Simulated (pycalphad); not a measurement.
All values are pycalphad results on the COST 507 light-alloy database (1999) (1 atm), not direct measurements. The data set is of 1999 and partly superseded. Amounts are mole fractions of atoms.

Give the equilibrium state of Al-9.365Si (wt.%) at 337 °C.


```
T = 610.00 K, P = 101325 Pa, N = 1 mol of atoms
G = -19897 J/mol, H = 8170 J/mol, S = 46.01 J/(mol K)  (SER reference)
chemical potentials (J/mol): Al -20463, Si -14194
phase             fraction      x(Al)      x(Si)
FCC_A1              0.9107     0.9990     0.0010
DIAMOND_A4          0.0893   1.66e-09     1.0000
```

FCC_A1 is fcc; DIAMOND_A4 is diamond (Si).
